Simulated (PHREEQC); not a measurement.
Solution (25 °C): 6.5 mmol/kgw NaBF4, 0.19 mmol/kgw NH4F and 5.5 mmol/kgw (NH4)2SiF6. It is in equilibrium with CO2 at log p = -3.4 (atm). Otherwise closed; pH follows from the charge balance.

Model: ion-association model, wateq4f.dat, run in PHREEQC.

This is a speciation only: nothing precipitates in the calculation.

Question: What pH, ionic strength does the model give?

Answer: pH 3.00; ionic strength 0.0243 mol/kgw.

Question: In which forms is F present?

Answer: SiF6-2 56 %, BF4- 31 %, HF 5.3 %, F- 4.1 %, BF3OH- 2.8 %, BF2(OH)2- 0.8 % of the F.

Complexes and solids missing from the database can't appear. SiF6-2 is the database's only silicon fluoride. Real BF4- forms and hydrolyses slowly; the run takes it at equilibrium.
